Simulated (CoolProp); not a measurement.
Computed with CoolProp (reference Helmholtz-energy equation of state, Span 1996).

Q: For carbon dioxide, give the phase and the Z, speed of sound (m/s) at 300.9 K and 2.1 MPa; 387.5 K and 2.1 MPa.

A: 
- 300.9 K and 2.1 MPa: gas; Z 0.891, speed of sound 254
- 387.5 K and 2.1 MPa: gas; Z 0.957, speed of sound 297
